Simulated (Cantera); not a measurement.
Feed: 1 mol SiH2Cl2, 6.2 mol N2, equilibrated at 6.00 mbar.

Cantera equilibrium calculation (NASA polynomials, part measured and part estimated; ideal gas, pure solids and liquids). Candidate condensed phases: NH4Cl, Si, Si3N4; 28 gas species. N2 is the only nitrogen source here; it is nearly inert below about 1500 K, so the nitride shown seldom forms there in practice. The numbers say what is thermodynamically allowed, not how fast it happens.

Over these rows the condensed part is Si3N4(s). Partial pressures as log10 of bar:

```csv
T (K),1000/T (1/K),log p SiCl2,log p N2,log p HCl,log p H2,log p SiCl4
1248,0.8013,-4.98,-2.35,-2.96,-3.60,-3.95
1298,0.7704,-4.56,-2.35,-2.96,-3.59,-4.01
1348,0.7418,-4.20,-2.35,-2.97,-3.58,-4.12
1398,0.7153,?,-2.35,-2.99,-3.55,-4.31
1448,0.6906,-3.69,-2.35,-3.03,-3.51,-4.59
1498,0.6676,-3.54,-2.35,-3.08,-3.45,-4.95
```

Task: Fit log p(SiCl2) = a + b·(1000/T) to the five rows, give the apparent enthalpy, and predict the row at 1398 K.

Result: Means: 1000/T = 0.7343, log p = -4.194. Sxy = -0.131566, Sxx = 0.0122070, so b = -10.78 and a = -4.194 − (-10.78)×0.7343 = 3.72.
Apparent enthalpy: −19.145 × (-10.78) = 206 kJ/mol. With the condensed phases at unit activity, 1/6 Si3N4(s) + 1/2 SiCl4(g) = SiCl2(g) + 1/3 N2(g) links this pressure to the main gases: over the six rows their terms move log p by -0.50 in all, so the slope isn't that reaction's ΔH° alone. The five rows lie within 0.08 of the line.
Prediction at 1398 K: 3.72 + (-10.78)×0.7153 = -3.99. The computed value is -3.91, 0.08 from the line.
